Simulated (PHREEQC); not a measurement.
## Copper plating or etch bath: speciation

Dissolve 0.0021 mol/kgw CuSO4 and 0.005 mol/kgw H2SO4 at 25 °C. Closed to the air; pH follows from the charge balance.

Equilibrium calculation in PHREEQC: ion-association model, phreeqc.dat.

This is a speciation only: nothing precipitates in the calculation.

Task: Predict the pH, specific conductance, ionic strength.

Result: pH 2.15; specific conductance 3370 µS/cm; ionic strength 0.0171 mol/kgw.

Task: In which forms is S present?

Result: SO4-2 63 %, HSO4- 30 %, CuSO4 7.4 % of the S.
